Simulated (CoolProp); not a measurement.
Properties of toluene along the isobar 1.01 bar.

The numbers come from the reference Helmholtz-energy equation of state, Lemmon 2006 in CoolProp. It is a short technical equation, of lower accuracy than the large ones.

```tsv
T (°C)	phase	density (kg/m³)	cv (kJ/(kg K))	conductivity (mW/(m K))	fugacity coefficient
106.05	liquid	___	1.516	108	0.8492
124.55	gas	2.918	1.433	19.1	0.9658
143.05	gas	2.772	1.497	20.9	___
161.65	gas	2.642	1.559	22.8	0.9749
180.15	gas	2.525	___	24.7	0.9783
198.65	gas	2.419	1.679	26.6	0.9810
217.15	gas	2.322	1.737	___	0.9833
235.75	gas	2.233	___	___	0.9853
254.25	gas	2.151	___	32.8	0.9869
272.75	gas	2.075	1.900	___	0.9883
291.25	gas	2.004	1.950	37.0	0.9895
309.85	gas	1.938	1.999	39.1	0.9906
328.35	gas	1.877	2.046	41.3	0.9915
346.85	gas	1.819	2.092	43.5	0.9923
```

**Question.** Fill in the missing entries.

**Answer.** 
- 106.05, density (kg/m³): 783.8
- 143.05, fugacity coefficient: 0.9709
- 180.15, cv (kJ/(kg K)): 1.620
- 217.15, conductivity (mW/(m K)): 28.6
- 235.75, cv (kJ/(kg K)): 1.793
- 235.75, conductivity (mW/(m K)): 30.7
- 254.25, cv (kJ/(kg K)): 1.847
- 272.75, conductivity (mW/(m K)): 34.9

Thermal conductivity comes from a separate model (Assael 2012).
